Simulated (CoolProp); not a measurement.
CF4 (R14) along the isotherm -51.75 °C: fugacity coefficient from the reference equation and from simpler models built on Tc = -45.8 °C, pc = 3.762 MPa, ω = 0.178; each cubic takes its own stable root.

Computed with CoolProp (reference Helmholtz-energy equation of state, Platzer 1990). This equation is an older, rougher fit; its heat capacities, sound speeds and derivatives of the liquid may be far off and weren't checked against measurements.

```csv
p (MPa),phase,reference
0.434,gas,0.9577
0.868,gas,0.9160
1.3,gas,0.8748
1.74,gas,0.8331
2.17,gas,0.7922
2.6,gas,0.7507
3.04,gas,0.7063
3.47,liquid,0.6391
3.91,liquid,0.5789
4.34,liquid,0.5319
4.78,liquid,0.4925
5.21,liquid,0.4605
5.64,liquid,0.4334
```

Question: How far does each simpler model (van der Waals, Redlich-Kwong, Soave-Redlich-Kwong, Peng-Robinson) lie from the reference over these 13 states: mean and median of the absolute difference, and the worst?

Answer: 
- van der Waals: mean 6.6 %, median 5.0 %, worst +13.6 % at -51.75 °C and 5.64 MPa
- Redlich-Kwong: mean 1.4 %, median 0.5 %, worst +3.5 % at -51.75 °C and 5.64 MPa
- Soave-Redlich-Kwong: mean 0.7 %, median 0.1 %, worst +2.1 % at -51.75 °C and 5.64 MPa
- Peng-Robinson: mean 2.1 %, median 2.4 %, worst -2.9 % at -51.75 °C and 3.04 MPa
